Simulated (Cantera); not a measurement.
Input (Python, Cantera) and output of one run.

```python
import numpy as np
import cantera as ct

gas_names = """
    Fe FeO Fe(OH)2 H HNO HNO2 HNO3 HO2 H2 H2O H2O2 H2S H2SO4 N NH NH2 NH3 NH2OH NO NO2 NO3 N2 N2H2 N2H4
    N2O O OH O2 O3 S SH SN SO SO2 SO3 S2 S2O S8
""".split()
cond_names = """
    Fe(a) Fe(c) Fe(d) Fe(L) FeO(s) FeO(L) Fe(OH)2(s) Fe(OH)3(s) FeS(a) FeS(b) FeS(c) FeS(L) FeSO4(s)
    FeS2(s) Fe2O3(s) Fe2S3O12(s) Fe3O4(s) H2O(s) H2O(L) H2SO4(L) S(cr1) S(cr2) S(L)
""".split()


# ... load() reads the species with a 1 bar reference pressure and builds the phases ...
atoms = {
    'FeS': {'Fe': 1, 'S': 1},
    'SO2': {'S': 1, 'O': 2},
    'N2': {'N': 2},
    'H2S': {'H': 2, 'S': 1},
}
top_T = {'FeSO4(s)': 950, 'FeS2(s)': 1010, 'Fe2O3(s)': 1830, 'Fe2S3O12(s)': 1100, 'Fe3O4(s)': 1870}  # K; cautious upper limits of use, not melting points


# ... equilibrate(T, P, feed) seeds the gas with the atoms and calls Mixture.equilibrate('TP', solver="vcs", rtol=1e-11, max_steps=5000) ...
results = []
feed = {'FeS': 1, 'SO2': 0.13, 'N2': 1.7, 'H2S': 0.34}  # mol
P = 101325  # Pa
for T in [723, 823, 923, 1023, 1123, 1223, 1323, 1423, 1523, 1623, 1723, 1823, 1923]:
    mix = equilibrate(T, P, feed)
    results.append((T, P, feed, dict(zip(mix.species_names, mix.species_moles))))
    x = sorted(zip(gas.X, gas.species_names), reverse=True)
    print(f"T = {T:g} K  P = {P:g} Pa  gas = {mix.phase_moles(0):.4g} mol")
    print("   x: " + "  ".join(f"{s} {v:.3e}" for v, s in x if v > 1e-06))
    print("   condensed (mol): " + ("  ".join(f"{mix.phase(i).name} {mix.phase_moles(i):.4g}"
          for i in range(1, mix.n_phases) if mix.phase_moles(i) > 1e-12) or "none"))
```

Output:

```
T = 723 K  P = 101325 Pa  gas = 2.04 mol
   x: N2 8.333e-01  H2O 1.275e-01  H2S 3.509e-02  H2 4.123e-03  NH3 1.719e-06  S2 1.037e-06
   condensed (mol): FeS(c) 0.6016  FeS2(s) 0.3984
T = 823 K  P = 101325 Pa  gas = 2.041 mol
   x: N2 8.330e-01  H2O 1.273e-01  H2S 3.776e-02  H2 1.520e-03  S2 3.212e-04  SO2 3.655e-05
   condensed (mol): FeS(c) 0.6084  FeS2(s) 0.3916
T = 923 K  P = 101325 Pa  gas = 2.114 mol
   x: N2 8.041e-01  H2O 1.101e-01  H2S 4.982e-02  S2 2.852e-02  SO2 6.265e-03  H2 8.767e-04  S2O 3.339e-04  SH 1.938e-06
   condensed (mol): FeS(c) 0.7706  FeS2(s) 0.2294
T = 1023 K  P = 101325 Pa  gas = 2.226 mol
   x: N2 7.638e-01  H2O 9.703e-02  S2 7.310e-02  H2S 5.387e-02  SO2 9.496e-03  H2 1.858e-03  S2O 7.926e-04  SH 1.169e-05  SO 4.626e-06
   condensed (mol): FeS(c) 1
T = 1123 K  P = 101325 Pa  gas = 2.23 mol
   x: N2 7.624e-01  H2O 9.959e-02  S2 7.625e-02  H2S 4.864e-02  SO2 8.132e-03  H2 4.220e-03  S2O 7.272e-04  SH 3.925e-05  SO 1.545e-05
   condensed (mol): FeS(c) 1
T = 1223 K  P = 101325 Pa  gas = 2.235 mol
   x: N2 7.606e-01  H2O 1.006e-01  S2 7.899e-02  H2S 4.330e-02  H2 8.138e-03  SO2 7.480e-03  S2O 6.927e-04  SH 1.065e-04  SO 4.333e-05
   condensed (mol): FeS(c) 1
T = 1323 K  P = 101325 Pa  gas = 2.241 mol
   x: N2 7.585e-01  H2O 1.003e-01  S2 8.145e-02  H2S 3.762e-02  H2 1.364e-02  SO2 7.447e-03  S2O 6.875e-04  SH 2.434e-04  SO 1.074e-04  S 1.126e-06
   condensed (mol): FeS(c) 1
T = 1423 K  P = 101325 Pa  gas = 2.248 mol
   x: N2 7.561e-01  H2O 9.879e-02  S2 8.355e-02  H2S 3.185e-02  H2 2.033e-02  SO2 7.949e-03  S2O 7.064e-04  SH 4.838e-04  SO 2.426e-04  S 4.557e-06
   condensed (mol): FeS(c) 1
T = 1523 K  P = 101325 Pa  gas = 2.256 mol
   x: N2 7.536e-01  H2O 9.621e-02  S2 8.508e-02  H2 2.765e-02  H2S 2.643e-02  SO2 8.898e-03  SH 8.596e-04  S2O 7.415e-04  SO 5.054e-04  S 1.534e-05  H 3.818e-06
   condensed (mol): FeS(L) 1
T = 1623 K  P = 101325 Pa  gas = 2.263 mol
   x: N2 7.512e-01  H2O 9.276e-02  S2 8.591e-02  H2 3.509e-02  H2S 2.168e-02  SO2 1.018e-02  SH 1.396e-03  SO 9.775e-04  S2O 7.837e-04  S 4.435e-05  H 1.286e-05  OH 1.424e-06
   condensed (mol): FeS(L) 1
T = 1723 K  P = 101325 Pa  gas = 2.27 mol
   x: N2 7.488e-01  H2O 8.860e-02  S2 8.600e-02  H2 4.235e-02  H2S 1.773e-02  SO2 1.166e-02  SH 2.111e-03  SO 1.762e-03  S2O 8.249e-04  S 1.130e-04  H 3.728e-05  OH 4.275e-06  Fe(OH)2 1.799e-06  SN 1.099e-06
   condensed (mol): FeS(L) 1
T = 1823 K  P = 101325 Pa  gas = 2.277 mol
   x: N2 7.465e-01  S2 8.535e-02  H2O 8.392e-02  H2 4.929e-02  H2S 1.453e-02  SO2 1.320e-02  SH 3.011e-03  SO 2.975e-03  S2O 8.587e-04  S 2.590e-04  H 9.556e-05  OH 1.132e-05  Fe(OH)2 4.106e-06  Fe 3.205e-06  SN 2.354e-06  NO 1.073e-06
   condensed (mol): FeS(L) 1
T = 1923 K  P = 101325 Pa  gas = 2.284 mol
   x: N2 7.442e-01  S2 8.401e-02  H2O 7.887e-02  H2 5.582e-02  SO2 1.464e-02  H2S 1.196e-02  SO 4.728e-03  SH 4.098e-03  S2O 8.808e-04  S 5.421e-04  H 2.211e-04  OH 2.689e-05  Fe 1.877e-05  Fe(OH)2 8.493e-06  SN 4.638e-06  NO 2.882e-06
   condensed (mol): FeS(L) 0.9999
```

These are equilibrium values from Cantera (NASA tables, ideal gas, pure condensed phases), not measurements of a reactor. FeS: taken at fixed stoichiometry. Gases not in the tables: S3 to S7.
